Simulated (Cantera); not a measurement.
A perfectly stirred reactor is fed with CH₄ : H₂ = 1 : 7.5 (molar parts), at 0.000671 atm; it is held at 1975 K, and followed from long to short residence time.

Computed with Cantera and GRI-Mech 3.0 (53 species, 325 reactions). GRI-Mech 3.0 stops at C3 and has no aromatics, soot or wall deposition, so with more carbon than oxygen in the feed, carbon stays in small species such as C2H2 where larger ones or solid carbon would form. Radical loss at walls, strong at low pressure, is not modelled.

One state of this run: x CH₄ = 0.0257; x H₂ = 0.926; x CH₂ = 1.47e-5; x C₂H₆ = 1.77e-6; x CH₃ = 0.00292; x C₂H = 3.92e-6; x H = 0.00537. x: mole fraction; the columns are a selection and need not sum to one.

**Question.** Which value of τ (s) does it belong to?
A) 1.6
B) 0.074
C) 0.0097
D) 0.57

**Answer.** A, 1.6
